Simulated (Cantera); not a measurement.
Cantera run:

```python
import numpy as np
import cantera as ct

gas_names = """
    Cr CrN N N2
""".split()
cond_names = """
    Cr(cr) Cr(L) CrN(s) Cr2N(s)
""".split()


# ... load() reads the species with a 1 bar reference pressure and builds the phases ...
atoms = {
    'Cr': {'Cr': 1},
    'N2': {'N': 2},
}
top_T = {'CrN(s)': 1900, 'Cr2N(s)': 1900}  # K; cautious upper limits of use, not melting points


# ... equilibrate(T, P, feed) seeds the gas with the atoms and calls Mixture.equilibrate('TP', solver="vcs", rtol=1e-11, max_steps=5000) ...
results = []
feed = {'Cr': 1, 'N2': 36}  # mol
T = 2598  # K
P = 1000  # Pa
mix = equilibrate(T, P, feed)
results.append((T, P, feed, dict(zip(mix.species_names, mix.species_moles))))
print(gas.report(threshold=1e-06))
for i in range(1, mix.n_phases):
    print(f"{mix.phase(i).name:16s} {mix.phase_moles(i):12.5e} mol")
```

Result:

```
       temperature   2598 K
          pressure   1000 Pa
           density   0.0013269 kg/m^3
  mean mol. weight   28.662 kg/kmol
   phase of matter   gas

                          1 kg             1 kmol
                     ---------------   ---------------
          enthalpy        3.0684e+06        8.7948e+07  J
   internal energy        2.3148e+06        6.6347e+07  J
           entropy             10460        2.9982e+05  J/K
    Gibbs function       -2.4108e+07       -6.9097e+08  J
 heat capacity c_p            1275.3             36554  J/K
 heat capacity c_v            985.25             28239  J/K

                      mass frac. Y      mole frac. X     chem. pot. / RT
                     ---------------   ---------------   ---------------
                Cr           0.04903          0.027027           -14.035
                 N        3.3754e-06        6.9069e-06           -16.243
                N2           0.95097           0.97297           -32.487
     [   +1 minor]        2.5879e-07        1.1238e-07

Cr(L)             0.00000e+00 mol
```

Cantera equilibrium calculation (NASA polynomials, part measured and part estimated; ideal gas, pure solids and liquids).
